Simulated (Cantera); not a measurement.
**Equilibrium for fluorocarbon and chlorocarbon gases: C₂F₆ + Si**

Feed: 1 mol C₂F₆, 0.058 mol Si, held at 3148 K and 150 Torr.

These are equilibrium values from Cantera (NASA tables, ideal gas, pure condensed phases), not measurements of a reactor. Candidate condensed phases: C, Si, SiC; 23 gas species. The feed counts by its element totals alone. The tables' values for SiF₃, SiF₂ are old estimates; treat these amounts as uncertain. Gases not in the tables: C₂F₆ and larger saturated fluorocarbons. The numbers say what is thermodynamically allowed, not how fast it happens.

```json
{
 "x(F)": "0.635",
 "x(CF₂)": "0.243",
 "x(CF)": "0.0983",
 "x(SiF₄)": "0.0108",
 "x(C₃)": "0.00699",
 "x(CF₃)": "0.00232",
 "x(SiF₃)": "0.00154",
 "x(C)": "0.000969",
 "x(C₂)": "0.000732",
 "n(C(graphite))": "0.265 mol",
 "gas_amount": "4.702 mol",
 "log10 activity of Si(l) (absent)": "-9.76"
}
```
